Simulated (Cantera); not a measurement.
Feed: 1 mol borazine, 0.087 mol H2O, equilibrated at 1850 K and 0.465 Torr.

Cantera equilibrium calculation (NASA polynomials, part measured and part estimated; ideal gas, pure solids and liquids). Candidate condensed phases: B, BN, B2O3, B3O3H3, H2O; 39 gas species. The feed counts by its element totals alone. Mutual solubility and eutectic melting of coexisting phases are not modelled. The tables' values for BH2 are old estimates; treat these amounts as uncertain. The numbers say what is thermodynamically allowed, not how fast it happens.

Base state: H2 0.936, H 0.0209, HBO 0.0178, N2 0.0168, BO 0.00671, B2O2 0.00117, BH2 0.000172, B2O 6.52e-5 (mole fractions); condensed: B(s) + BN(s).

Task: What changes in the equilibrium state with this change: temperature from 1850 K to 2173.15 K?

Result: 
| species | before | after |
|---|---|---|
| H2 | 0.936 | 0.539 |
| N2 | 0.0168 | 0.298 |
| H | 0.0209 | 0.142 |
| HBO | 0.0178 | 0.00394 |
| BO | 0.00671 | 0.0129 |
| BN | 7.80e-8 | 2.98e-5 |
| B | 1.44e-5 | 0.00304 |
| BH | 1.44e-6 | 7.08e-5 |
| B2O2 | 0.00117 | 6.17e-5 |
| B(s), mol | 0.0210 | 2.89 |
| BN(s), mol | 2.89 | 0 |

Task: What changes in the equilibrium state with this change: H2O from 0.087 to 0.06 mol?

Result: 
```csv
species,before,after
H2,0.936,0.944
H,0.0209,0.0210
N2,0.0168,0.0168
HBO,0.0178,0.0128
BO,0.00671,0.00480
B2O2,0.00117,0.000601
B2O,6.52e-5,4.66e-5
BH2,0.000172,0.000174
B,1.44e-5,1.44e-5
"B(s), mol",0.0210,0.0466
"BN(s), mol",2.89,2.89
```
